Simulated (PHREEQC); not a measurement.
## Alkaline etch or developer: speciation

Solution (25 °C): 1.5 mmol/kgw LiOH and 0.00055 mmol/kgw H4SiO4. It is in equilibrium with CO2 at log p = -3.4 (atm). Otherwise closed; pH follows from the charge balance.

All values are PHREEQC results (ion-association model, wateq4f.dat), not measurements.

This is a speciation only: nothing precipitates in the calculation.

### Question
Estimate the pH.

### Answer
pH 8.37.

### Question
In which forms is C present?

### Answer
HCO3- 98 %, CO3-2 1.2 %, CO2 0.9 % of the C.
